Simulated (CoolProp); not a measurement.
Vapour-liquid equilibrium of propylene (1) + benzene (2) at 327.8 K; x and y are mole fractions of (1).

Values from CoolProp's multi-fluid Helmholtz-energy mixture model, Lemmon 2013 and Thol 2012; pair parameters Bell 2016.

```json
[
 {"x": "0.05", "bubble pressure (MPa)": "0.1955", "y at the bubble point": "0.780", "dew pressure at overall composition x (MPa)": "0.04536", "liquid density (mol/L)": "10.85"},
 {"x": "0.15", "bubble pressure (MPa)": "0.4742", "y at the bubble point": "0.910", "dew pressure at overall composition x (MPa)": "0.05073", "liquid density (mol/L)": "11.00"},
 {"x": "0.25", "bubble pressure (MPa)": "0.7204", "y at the bubble point": "0.942", "dew pressure at overall composition x (MPa)": "0.05752", "liquid density (mol/L)": "11.15"},
 {"x": "0.35", "bubble pressure (MPa)": "0.9386", "y at the bubble point": "0.957", "dew pressure at overall composition x (MPa)": "0.06639", "liquid density (mol/L)": "11.27"},
 {"x": "0.45", "bubble pressure (MPa)": "1.135", "y at the bubble point": "0.966", "dew pressure at overall composition x (MPa)": "0.07848", "liquid density (mol/L)": "11.37"},
 {"x": "0.55", "bubble pressure (MPa)": "1.317", "y at the bubble point": "0.972", "dew pressure at overall composition x (MPa)": "0.09592", "liquid density (mol/L)": "11.44"},
 {"x": "0.65", "bubble pressure (MPa)": "1.492", "y at the bubble point": "0.977", "dew pressure at overall composition x (MPa)": "0.1233", "liquid density (mol/L)": "11.46"},
 {"x": "0.75", "bubble pressure (MPa)": "1.672", "y at the bubble point": "0.983", "dew pressure at overall composition x (MPa)": "0.1724", "liquid density (mol/L)": "11.41"},
 {"x": "0.85", "bubble pressure (MPa)": "1.871", "y at the bubble point": "0.988", "dew pressure at overall composition x (MPa)": "0.2865", "liquid density (mol/L)": "11.26"},
 {"x": "0.95", "bubble pressure (MPa)": "2.114", "y at the bubble point": "0.995", "dew pressure at overall composition x (MPa)": "0.8253", "liquid density (mol/L)": "10.92"}
]
```

No azeotrope shows between x = 0.05 and 0.95.

Pair parameters are fitted to limited data, so mixtures are less certain than the pure fluids. The gap from Raoult's law changes sign with composition, which may be real or a fault of the pair parameters; it wasn't checked against measurements.
